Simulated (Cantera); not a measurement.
An isothermal, constant-pressure homogeneous reactor starts with C2H6 : N2 = 1 : 200 (molar parts), at 1275 K and 0.450 bar.

Cantera simulation using GRI-Mech 3.0 (53 species, 325 reactions); the numbers are that mechanism's predictions, not measurements. GRI-Mech 3.0 stops at C3 and has no aromatics, soot or wall deposition, so with more carbon than oxygen in the feed, carbon stays in small species such as C2H2 where larger ones or solid carbon would form.

x: mole fraction; the columns are a selection and need not sum to one.

```tsv
t (s)	x C2H6	x CH3	x CH2	x H	x C2H	x CH4
0.000500	0.00494	2.02e-5	3.47e-9	1.14e-6	<1e-12	2.99e-6
0.00172	0.00464	3.67e-5	1.51e-8	2.79e-6	5.60e-12	2.60e-5
0.00595	0.00350	3.31e-5	1.50e-8	3.33e-6	3.74e-11	0.000129
0.0205	?	?	?	?	1.87e-10	?
0.0707	5.53e-5	3.32e-6	5.36e-10	1.77e-6	1.96e-10	0.000590
0.244	2.43e-6	6.99e-7	2.46e-11	4.36e-7	6.28e-11	0.000608
0.841	?	?	2.51e-12	?	2.41e-11	0.000611
2.90	8.71e-8	1.60e-7	1.27e-12	1.14e-7	2.03e-11	0.000612
10.0	4.09e-8	1.35e-7	<1e-12	9.99e-8	1.85e-11	0.000612
```

### Question
Complete the blanks.

### Answer

- 0.0205, x C2H6: 0.00110
- 0.0205, x CH3: 1.72e-5
- 0.0205, x CH2: 7.83e-9
- 0.0205, x H: 4.04e-6
- 0.0205, x CH4: 0.000415
- 0.841, x C2H6: 2.18e-7
- 0.841, x CH3: 2.23e-7
- 0.841, x H: 1.49e-7
